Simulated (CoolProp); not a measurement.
Values from CoolProp's reference Helmholtz-energy equation of state, Colonna 2008. It is a short technical equation, of lower accuracy than the large ones.

**Question.** Give the vapour pressure (bar), liquid density (kg/m³), enthalpy of vaporisation (kJ/kg), liquid cp (kJ/(kg K)) of saturated dodecamethylcyclohexasiloxane (D6) at 484.1, 518.8 K.

**Answer.** 
```csv
T (K),p (bar),liquid density (kg/m³),enthalpy of vaporisation (kJ/kg),liquid cp (kJ/(kg K))
484.1,0.445,752,109,1.95
518.8,1.03,704,98.8,2.03
```
